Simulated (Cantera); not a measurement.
What does this Cantera script print?

```python
import numpy as np
import cantera as ct

gas_names = """
    AL ALN ALO ALO2 AL2 AL2O AL2O2 N NO NO2 NO3 N2 N2O O O2 O3 Si SiN SiO SiO2 Si2 Si2N Si3
""".split()
cond_names = """
    AL(cr) AL(L) ALN(s) AL2O3(a) AL2O3(L) AL2SiO5(an) AL6Si2O13(s) Si(cr) Si(L) SiO2(Lqz) SiO2(hqz)
    SiO2(L) Si2N2O(s) Si3N4(a)
""".split()


# ... load() reads the species with a 1 bar reference pressure and builds the phases ...
atoms = {
    'SiO2': {'Si': 1, 'O': 2},
    'Al2O3': {'AL': 2, 'O': 3},
    'N2': {'N': 2},
}
top_T = {'ALN(s)': 2750, 'AL2SiO5(an)': 2000, 'AL6Si2O13(s)': 2100, 'Si2N2O(s)': 2100, 'Si3N4(a)': 2400}  # K; cautious upper limits of use, not melting points


# ... equilibrate(T, P, feed) seeds the gas with the atoms and calls Mixture.equilibrate('TP', solver="vcs", rtol=1e-11, max_steps=5000) ...
results = []
T = 1025  # K
P = 710  # Pa
for m in [0.16, 0.28, 0.39, 0.51, 0.63, 0.75, 0.86, 0.98, 1.1, 1.2, 1.3]:
    feed = {'SiO2': 1, 'Al2O3': m, 'N2': 0.53}  # mol
    mix = equilibrate(T, P, feed)
    results.append((T, P, feed, dict(zip(mix.species_names, mix.species_moles))))
    x = sorted(zip(gas.X, gas.species_names), reverse=True)
    print(f"T = {T:g} K  P = {P:g} Pa  n(Al2O3) = {m:g} mol  gas = {mix.phase_moles(0):.4g} mol")
    print("   x: " + "  ".join(f"{s} {v:.3e}" for v, s in x if v > 0.0001))
    print("   condensed (mol): " + ("  ".join(f"{mix.phase(i).name} {mix.phase_moles(i):.4g}"
          for i in range(1, mix.n_phases) if mix.phase_moles(i) > 1e-12) or "none"))
```

Result:

```
T = 1025 K  P = 710 Pa  n(Al2O3) = 0.16 mol  gas = 0.53 mol
   x: N2 1.000e+00
   condensed (mol): AL2SiO5(an) 0.16  SiO2(hqz) 0.84
T = 1025 K  P = 710 Pa  n(Al2O3) = 0.28 mol  gas = 0.53 mol
   x: N2 1.000e+00
   condensed (mol): AL2SiO5(an) 0.28  SiO2(hqz) 0.72
T = 1025 K  P = 710 Pa  n(Al2O3) = 0.39 mol  gas = 0.53 mol
   x: N2 1.000e+00
   condensed (mol): AL2SiO5(an) 0.39  SiO2(hqz) 0.61
T = 1025 K  P = 710 Pa  n(Al2O3) = 0.51 mol  gas = 0.53 mol
   x: N2 1.000e+00
   condensed (mol): AL2SiO5(an) 0.51  SiO2(hqz) 0.49
T = 1025 K  P = 710 Pa  n(Al2O3) = 0.63 mol  gas = 0.53 mol
   x: N2 1.000e+00
   condensed (mol): AL2SiO5(an) 0.63  SiO2(hqz) 0.37
T = 1025 K  P = 710 Pa  n(Al2O3) = 0.75 mol  gas = 0.53 mol
   x: N2 1.000e+00
   condensed (mol): AL2SiO5(an) 0.75  SiO2(hqz) 0.25
T = 1025 K  P = 710 Pa  n(Al2O3) = 0.86 mol  gas = 0.53 mol
   x: N2 1.000e+00
   condensed (mol): AL2SiO5(an) 0.86  SiO2(hqz) 0.14
T = 1025 K  P = 710 Pa  n(Al2O3) = 0.98 mol  gas = 0.53 mol
   x: N2 1.000e+00
   condensed (mol): AL2SiO5(an) 0.98  SiO2(hqz) 0.02
T = 1025 K  P = 710 Pa  n(Al2O3) = 1.1 mol  gas = 0.53 mol
   x: N2 1.000e+00
   condensed (mol): AL2O3(a) 0.1  AL2SiO5(an) 1
T = 1025 K  P = 710 Pa  n(Al2O3) = 1.2 mol  gas = 0.53 mol
   x: N2 1.000e+00
   condensed (mol): AL2O3(a) 0.2  AL2SiO5(an) 1
T = 1025 K  P = 710 Pa  n(Al2O3) = 1.3 mol  gas = 0.53 mol
   x: N2 1.000e+00
   condensed (mol): AL2O3(a) 0.3  AL2SiO5(an) 1
```

Equilibrium computed with Cantera from the NASA thermochemical tables; the gas is ideal and each condensed phase is pure. Mutual solubility and eutectic melting of coexisting phases are not modelled. Condensed phases not in the tables: alloys, solid solutions and most ternary compounds.
